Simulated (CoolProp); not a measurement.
Properties of neopentane at several states.

Computed with CoolProp (reference Helmholtz-energy equation of state, Lemmon 2006). It is a short technical equation, of lower accuracy than the large ones.

```tsv
T (K)	p (MPa)	phase	density (kg/m³)	Joule-Thomson coefficient (K/MPa)	isothermal compressibility (1/MPa)	expansivity (1/kK)
328.9	11.9	liquid	573.4	-0.3137	0.003125	1.725
468.9	0.0406	gas	0.7539	5.854	24.71	2.156
322.3	0.108	gas	2.998	19.17	9.557	3.429
```
